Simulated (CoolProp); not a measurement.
Propylene along the isotherm 103.45 °C: density (kg/m³) from the reference equation and from simpler models built on Tc = 91.1 °C, pc = 45.55 bar, ω = 0.146; each cubic takes its own stable root.

Model: reference Helmholtz-energy equation of state, Lemmon 2013, in CoolProp.

```json
[
 {"p (bar)": "14.2", "phase": "gas", "reference": "21.27"},
 {"p (bar)": "28.5", "phase": "gas", "reference": "49.43"},
 {"p (bar)": "42.7", "phase": "gas", "reference": "93.48"},
 {"p (bar)": "56.9", "phase": "supercritical", "reference": "244.9"},
 {"p (bar)": "71.2", "phase": "supercritical", "reference": "339.6"},
 {"p (bar)": "85.4", "phase": "supercritical", "reference": "368.8"},
 {"p (bar)": "99.6", "phase": "supercritical", "reference": "387.2"},
 {"p (bar)": "114", "phase": "supercritical", "reference": "401.0"},
 {"p (bar)": "128", "phase": "supercritical", "reference": "411.8"},
 {"p (bar)": "142", "phase": "supercritical", "reference": "420.9"},
 {"p (bar)": "157", "phase": "supercritical", "reference": "429.4"},
 {"p (bar)": "171", "phase": "supercritical", "reference": "436.4"},
 {"p (bar)": "185", "phase": "supercritical", "reference": "442.7"},
 {"p (bar)": "199", "phase": "supercritical", "reference": "448.4"},
 {"p (bar)": "214", "phase": "supercritical", "reference": "454.1"},
 {"p (bar)": "228", "phase": "supercritical", "reference": "459.0"}
]
```

Q: How far does each simpler model (Redlich-Kwong, Peng-Robinson) lie from the reference over these 16 states: mean and median of the absolute difference, and the worst?

A: 
- Redlich-Kwong: mean 7.1 %, median 7.6 %, worst -13.7 % at 103.45 °C and 71.2 bar
- Peng-Robinson: mean 3.1 %, median 2.8 %, worst -7.4 % at 103.45 °C and 56.9 bar
